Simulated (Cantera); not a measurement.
## Hydrocarbon pyrolysis for carbon deposition

An isothermal, constant-pressure homogeneous reactor starts with C₂H₆ : N₂ = 1 : 110 (molar parts), at 1975 K and 4400 Pa.

Detailed kinetics in Cantera: GRI-Mech 3.0 (53 species, 325 reactions). GRI-Mech 3.0 stops at C3 and has no aromatics, soot or wall deposition, so with more carbon than oxygen in the feed, carbon stays in small species such as C2H2 where larger ones or solid carbon would form. Radical loss at walls, strong at low pressure, is not modelled.

```json
[
 {"t (s)": "0.000400", "x C₂H₆": "2.86e-6", "x H₂": "0.0123", "x C₂H": "1.30e-5", "x C₂H₄": "0.00125", "x CH₄": "0.000906", "x CH₃": "0.00205", "x H": "0.00151"},
 {"t (s)": "0.00142", "x C₂H₆": "1.66e-7", "x H₂": "0.0159", "x C₂H": "7.39e-6", "x C₂H₄": "0.000104", "x CH₄": "0.000556", "x CH₃": "0.000489", "x H": "0.000838"},
 {"t (s)": "0.00503", "x C₂H₆": "2.26e-8", "x H₂": "0.0168", "x C₂H": "4.97e-6", "x C₂H₄": "1.04e-5", "x CH₄": "0.000279", "x CH₃": "0.000175", "x H": "0.000572"},
 {"t (s)": "0.0178", "x C₂H₆": "3.15e-9", "x H₂": "0.0172", "x C₂H": "4.12e-6", "x C₂H₄": "1.46e-6", "x CH₄": "0.000120", "x CH₃": "6.42e-5", "x H": "0.000478"},
 {"t (s)": "0.0632", "x C₂H₆": "2.59e-10", "x H₂": "0.0174", "x C₂H": "4.08e-6", "x C₂H₄": "1.70e-7", "x CH₄": "3.43e-5", "x CH₃": "1.84e-5", "x H": "0.000476"},
 {"t (s)": "0.224", "x C₂H₆": "3.05e-12", "x H₂": "0.0174", "x C₂H": "4.58e-6", "x C₂H₄": "5.48e-8", "x CH₄": "3.34e-6", "x CH₃": "2.02e-6", "x H": "0.000535"},
 {"t (s)": "0.795", "x C₂H₆": "<1e-12", "x H₂": "0.0174", "x C₂H": "5.83e-6", "x C₂H₄": "5.22e-8", "x CH₄": "2.07e-7", "x CH₃": "1.60e-7", "x H": "0.000679"},
 {"t (s)": "2.82", "x C₂H₆": "<1e-12", "x H₂": "0.0173", "x C₂H": "7.28e-6", "x C₂H₄": "5.11e-8", "x CH₄": "3.88e-8", "x CH₃": "3.74e-8", "x H": "0.000844"},
 {"t (s)": "10.0", "x C₂H₆": "<1e-12", "x H₂": "0.0173", "x C₂H": "7.45e-6", "x C₂H₄": "5.09e-8", "x CH₄": "2.81e-8", "x CH₃": "2.78e-8", "x H": "0.000863"}
]
```
x: mole fraction; the columns are a selection and need not sum to one.

Equilibrium at this temperature and pressure: C₂H₆ <1e-12, H₂ 0.0173, C₂H 5.23e-7, C₂H₄ 3.58e-9, CH₄ 4.37e-8, CH₃ 4.32e-8, H 0.000863 (gas phase only).
